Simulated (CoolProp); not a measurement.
Sulfur hexafluoride at 388.81 K and 4.62 MPa flows at 0.73 m/s in a round tube of 4.6 mm bore and 1.5 µm roughness, fully developed (64/Re and Nu = 3.66 if laminar; Colebrook and Gnielinski if turbulent). Each further row changes one setting.

Values from CoolProp's reference Helmholtz-energy equation of state, Guder 2009.

```
case               Reynolds number  Darcy friction factor  pressure drop (Pa/m)  heat-transfer coefficient (W/(m² K))  mass flow (kg/h)
-----------------  ---------------  ---------------------  --------------------  ------------------------------------  ----------------
as stated                    38200                 0.0232                   361                                   547              11.7
velocity 1.46 m/s            76400                 0.0204                  1270                                   975              23.5
diameter 9.2 mm              76400                 0.0198                   154                                   471              46.9
```

Viscosity comes from a separate model (Quiñones-Cisneros 2012). Thermal conductivity comes from a separate model (Assael 2012).
